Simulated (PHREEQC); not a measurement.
PHREEQC input (Pitzer model, pitzer.dat):

```
SOLUTION 1
  temp 60
  units mol/kgw
  pH 7 charge
  Cl 0.292
  Mg 0.081
  K 0.13
END
USE solution 1
INCREMENTAL_REACTIONS false
REACTION 1
  H2O -1
  0 9.886 18.011 24.689 30.178 34.689 38.397 41.444
  43.949 46.007 47.699 49.089 50.232 51.172 51.944 52.578
  53.1 53.528 53.88 54.17 54.408 54.603 54.764 54.896 moles
EQUILIBRIUM_PHASES 1
  Bischofite 0 0
  Brucite 0 0
  Carnallite 0 0
  Sylvite 0 0
  MgCl2_4H2O 0 0
SELECTED_OUTPUT 1
  -reset false
  -pH true
  -pe true
  -ionic_strength true
  -water true
  -activities H2O
  -totals Cl K Mg
  -molalities H+ K+ Mg+2 Cl- OH- MgOH+
  -equilibrium_phases Bischofite Brucite Carnallite Sylvite MgCl2_4H2O
PRINT
  -reset false
END
```

Selected output (columns that matter, 23 of 24 rows; water left (kg) added in front):

```
water left (kg)	pH	mu	Cl	K	Mg	m_H+	m_K+	m_Mg+2	m_Cl-	m_OH-	la_H2O	Carnallite	Sylvite
1	6.1396	0.373	0.292	0.13	0.081	9.7737e-07	0.13	0.080999	0.292	2.4261e-07	-0.0034576	0	0
0.821894	6.1142	0.45383	0.35528	0.15817	0.098553	1.0347e-06	0.15817	0.098552	0.35528	2.405e-07	-0.0042078	0	0
0.675514	6.0866	0.55217	0.43226	0.19245	0.11991	1.0962e-06	0.19245	0.11991	0.43226	2.3797e-07	-0.005127	0	0
0.555203	6.056	0.67183	0.52593	0.23415	0.14589	1.1627e-06	0.23415	0.14589	0.52593	2.3472e-07	-0.0062559	0	0
0.456313	6.0218	0.81742	0.63991	0.28489	0.17751	1.2353e-06	0.28489	0.17751	0.63991	2.3037e-07	-0.0076467	0	0
0.375043	5.9829	0.99455	0.77858	0.34663	0.21598	1.3156e-06	0.34663	0.21597	0.77858	2.2444e-07	-0.0093665	0	0
0.30824	5.9379	1.2101	0.94731	0.42175	0.26278	1.406e-06	0.42175	0.26278	0.94731	2.1639e-07	-0.011504	0	0
0.253345	5.8849	1.4723	1.1526	0.51313	0.31972	1.51e-06	0.51313	0.31972	1.1526	2.0565e-07	-0.014177	0	0
0.208215	5.822	1.7914	1.4024	0.62436	0.38902	1.6324e-06	0.62436	0.38902	1.4024	1.9168e-07	-0.017547	0	0
0.171138	5.7461	2.1795	1.7062	0.75962	0.4733	1.7803e-06	0.75962	0.4733	1.7062	1.7413e-07	-0.021832	0	0
0.140655	5.654	2.6519	2.076	0.92425	0.57588	1.9638e-06	0.92425	0.57588	2.076	1.5301e-07	-0.02734	0	0
0.0950203	5.4043	3.9255	3.073	1.3681	0.85245	2.5021e-06	1.3681	0.85245	3.073	1.0304e-07	-0.0439	0	0
0.0780853	5.2363	4.7768	3.7395	1.6648	1.0373	2.9084e-06	1.6648	1.0373	3.7395	7.7257e-08	-0.056395	0	0
0.0641769	5.0322	5.8121	4.5499	2.0257	1.2621	3.4591e-06	2.0257	1.2621	4.5499	5.3716e-08	-0.073113	0	0
0.0527548	4.7858	7.0705	5.535	2.4642	1.5354	4.2155e-06	2.4642	1.5354	5.535	3.4233e-08	-0.0956	0	0
0.0433504	4.49	8.6043	6.7358	2.9988	1.8685	5.2669e-06	2.9988	1.8685	6.7358	1.9751e-08	-0.126	0	0
0.0356396	4.2408	9.6944	7.4216	2.8761	2.2728	6.2568e-06	2.8761	2.2727	7.4216	1.5024e-08	-0.14907	0	0.027497
0.0292979	3.9971	10.603	7.8387	2.3093	2.7647	7.1998e-06	2.3093	2.7647	7.8387	1.3324e-08	-0.17097	0	0.062343
0.0240733	3.6864	11.818	8.453	1.7235	3.3647	8.338e-06	1.7235	3.3647	8.453	1.0877e-08	-0.2053	0	0.088509
0.0197855	3.2841	13.459	9.3646	1.1768	4.0939	9.703e-06	1.1768	4.0939	9.3646	7.7255e-09	-0.25992	0	0.10672
0.0150156	2.9775	14.747	10.127	0.88651	4.6201	1.0649e-05	0.88651	4.6201	10.127	5.6747e-09	-0.30883	0.011626	0.10506
0.00922123	2.9775	14.747	10.127	0.88651	4.6201	1.0649e-05	0.88651	4.6201	10.127	5.6747e-09	-0.30883	0.038397	0.083428
0.00447057	2.9775	14.747	10.127	0.88651	4.6201	1.0649e-05	0.88651	4.6201	10.127	5.6747e-09	-0.30883	0.060346	0.065691
```

Constants without temperature data keep their 25 °C values here.
